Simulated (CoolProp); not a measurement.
Vapour-liquid equilibrium of R134a (1) + R152A (2) at 0.357 MPa; x and y are mole fractions of (1).

Computed with CoolProp (multi-fluid Helmholtz-energy mixture model, Tillner-Roth 1994 and Outcalt 1996; pair parameters Lemmon 2004).

```
x      bubble temperature, mixture model (K)  bubble temperature, Raoult's law (K)  y, mixture model  y, Raoult's law
-----  -------------------------------------  ------------------------------------  ----------------  ---------------
0.05                                   281.8                                 281.7             0.050            0.055
0.125                                  281.8                                 281.4             0.127            0.137
0.2                                    281.7                                 281.2             0.206            0.217
0.275                                  281.6                                 281.0             0.285            0.297
0.35                                   281.5                                 280.7             0.365            0.374
0.425                                  281.3                                 280.5             0.445            0.451
0.5                                    281.0                                 280.2             0.524            0.526
0.575                                  280.8                                 280.0             0.601            0.601
0.65                                   280.5                                 279.8             0.677            0.674
0.725                                  280.2                                 279.6             0.751            0.746
0.8                                    279.8                                 279.3             0.823            0.816
0.875                                  279.4                                 279.1             0.892            0.886
0.95                                   279.0                                 278.9             0.958            0.955
```

The largest gap from Raoult's law is +0.8 K in bubble temperature, at x = 0.5. No azeotrope shows between x = 0.05 and 0.95.

The pair parameters rest on a limited set of measurements; away from them the model extrapolates.
